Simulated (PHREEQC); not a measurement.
A solution holds 0.0068 mol H2SO4, 0.00037 mol H4SiO4 and 0.00026 mol H3BO3 per kg of water, at 25 °C. Closed to the air; pH follows from the charge balance.

Model: ion-association model, phreeqc.dat, run in PHREEQC.

The ionic strength comes out as 0.0150 mol/kgw. What activity coefficients do HSO4-, SO4-2, H+ get?

HSO4- 0.89, SO4-2 0.62, H+ 0.90.

Precipitation was switched off in this run. The solution is supersaturated, for example in Quartz (slow to form), Chalcedony (slow to form), so a real one may precipitate; this is no full list.
